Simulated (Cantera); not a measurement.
**Ammonia decomposition in nitride growth gas**

An isothermal, constant-pressure homogeneous reactor starts with 18.5 % NH₃, 81.5 % H₂, at 1725 K and 0.133 bar.

Cantera simulation using the gas-phase N/H chemistry of the illustrative SiF4/NH3 mechanism in the Surface Chemkin manual (1991); the numbers are that mechanism's predictions, not measurements. Walls and surfaces, which speed up NH3 decomposition in real reactors, are not modelled.

```tsv
t (s)	x NH₃	x H₂	x N₂H₂	x H	x N	x NH	x N₂
4.00e-5	0.185	0.815	<1e-12	4.11e-7	<1e-12	5.91e-12	<1e-12
0.000121	0.185	0.815	4.43e-12	1.25e-6	<1e-12	5.95e-11	1.34e-12
0.000365	0.185	0.815	5.39e-11	3.77e-6	<1e-12	5.61e-10	1.20e-10
0.00110	0.185	0.815	5.62e-10	1.14e-5	2.02e-11	5.17e-9	6.19e-9
0.00333	0.185	0.815	5.83e-9	3.43e-5	5.54e-10	4.68e-8	2.34e-7
0.0101	0.185	0.815	5.86e-8	9.66e-5	1.23e-8	3.70e-7	8.17e-6
0.0304	0.185	0.815	1.87e-7	0.000159	5.41e-8	9.99e-7	0.000143
0.0920	0.183	0.816	1.92e-7	0.000162	5.66e-8	1.03e-6	0.000703
0.278	0.179	0.818	1.87e-7	0.000164	5.66e-8	1.02e-6	0.00237
0.840	0.168	0.824	1.71e-7	0.000169	5.65e-8	9.96e-7	0.00711
2.54	0.139	0.841	1.33e-7	0.000182	5.60e-8	9.29e-7	0.0193
7.67	0.0839	0.873	6.79e-8	0.000220	5.38e-8	7.61e-7	0.0427
23.2	0.0256	0.907	1.36e-8	0.000317	4.40e-8	4.47e-7	0.0673
70.0	0.00374	0.919	6.80e-10	0.000457	1.87e-8	1.33e-7	0.0765
```
x: mole fraction; the columns are a selection and need not sum to one.

Equilibrium at this temperature and pressure: NH₃ 1.12e-6, H₂ 0.921, N₂H₂ <1e-12, H 0.000491, N 6.93e-12, NH 4.58e-11, N₂ 0.0781 (gas phase only).
